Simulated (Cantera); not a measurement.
Input (Python, Cantera):

```python
import numpy as np
import cantera as ct

gas = ct.Solution("h2o2.yaml")
gas.TPX = 350, 13332, {'H2': 1, 'O2': 0.893, 'N2': 2.41}
flame = ct.FreeFlame(gas, width=0.16)
flame.set_refine_criteria(ratio=3, slope=0.08, curve=0.16)
flame.transport_model = "mixture-averaged"
flame.solve(loglevel=0, auto=True)
z, T = flame.grid, flame.T
thick = (T[-1] - T[0]) / np.gradient(T, z).max()
show = ['H2', 'O2', 'H', 'H2O2', 'HO2', 'O']
print(f"laminar burning velocity  {flame.velocity[0] * 100:.3f} cm/s")
print(f"burnt temperature         {T[-1]:.1f} K")
print(f"thermal thickness         {thick * 1e3:.4f} mm")
print(f"grid points               {len(z)}")
z0 = z[flame.heat_release_rate.argmax()]
print(f"{'z/mm':>9s}{'T/K':>9s}{'u/(m/s)':>9s}" + "".join(f"{s:>11s}" for s in show))
rows = []
for k in (-3, -2, -1.5, -1, -0.5, -0.25, 0, 0.25, 0.5, 1, 2, 4, 8):
    zz = z0 + k * thick
    rows.append([k * thick, np.interp(zz, z, T), np.interp(zz, z, flame.velocity),
                 *(np.interp(zz, z, flame.X[gas.species_index(s)]) for s in show)])
    print(f"{rows[-1][0] * 1e3:9.3f}{rows[-1][1]:9.1f}{rows[-1][2]:9.3f}" + "".join(f"{x:11.3e}" for x in rows[-1][3:]))
```

It prints:

```
laminar burning velocity  196.626 cm/s
burnt temperature         2057.2 K
thermal thickness         4.4555 mm
grid points               122
     z/mm      T/K  u/(m/s)         H2         O2          H       H2O2        HO2          O
  -13.367    350.0    1.966  2.324e-01  2.075e-01  1.281e-17  1.962e-15  4.866e-14  1.270e-14
   -8.911    350.0    1.966  2.324e-01  2.075e-01  1.467e-15  4.458e-13  1.031e-11  1.429e-12
   -6.683    350.0    1.966  2.324e-01  2.075e-01  1.993e-14  8.438e-12  1.917e-10  1.853e-11
   -4.456    350.0    1.966  2.323e-01  2.076e-01  1.500e-11  1.085e-09  2.387e-08  9.826e-10
   -2.228    358.9    2.004  2.270e-01  2.088e-01  6.740e-06  4.878e-06  5.858e-05  9.580e-07
   -1.114    594.1    3.222  1.892e-01  2.066e-01  3.762e-03  2.600e-05  8.275e-05  1.216e-04
    0.000   1010.3    5.307  9.733e-02  1.732e-01  2.641e-02  1.406e-06  2.981e-05  5.027e-03
    1.114   1294.6    6.746  2.895e-02  1.213e-01  3.885e-02  1.602e-06  1.657e-05  1.509e-02
    2.228   1432.7    7.430  1.758e-02  1.082e-01  3.358e-02  1.093e-06  1.226e-05  1.750e-02
    4.456   1576.6    8.112  1.543e-02  1.043e-01  2.378e-02  5.767e-07  9.196e-06  1.602e-02
    8.911   1718.7    8.763  1.282e-02  1.021e-01  1.463e-02  2.844e-07  6.616e-06  1.283e-02
   17.822   1845.3    9.326  9.243e-03  1.010e-01  7.589e-03  1.516e-07  4.403e-06  8.943e-03
   35.644   1943.8    9.753  5.659e-03  1.009e-01  3.249e-03  9.178e-08  2.788e-06  5.346e-03
```

Model: the H2/O2 subset of GRI-Mech 3.0, which has no nitrogen chemistry, integrated in Cantera. Burning velocities carry a grid error of a few per cent, more on coarse grids. Lean hydrogen flames are cellular in practice and burn faster than this planar one.
